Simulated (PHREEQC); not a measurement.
Consider water at 25 °C with 0.0012 mol CuSO4, 0.0003 mol CuCl2, 0.0055 mol HCl and 0.00012 mol Na2SO4 per kg of water. Closed to the air; pH follows from the charge balance.

All values are PHREEQC results (ion-association model, phreeqc.dat), not measurements.

No solid was allowed to form.

### Question
Order these S species by the share of S that they hold, largest first: CuSO4, HSO4-, SO4-2.

### Answer
SO4-2 (68 %), HSO4- (23 %), CuSO4 (8.5 %)

### Question
Order these Cu species by the share of Cu that they hold, largest first: CuSO4, Cu+2, CuCl+.

### Answer
Cu+2 (92 %), CuSO4 (7.5 %), CuCl+ (1.0 %)

The pH is 2.33 and the ionic strength 0.0105 mol/kgw. Species that the database lacks are ignored.
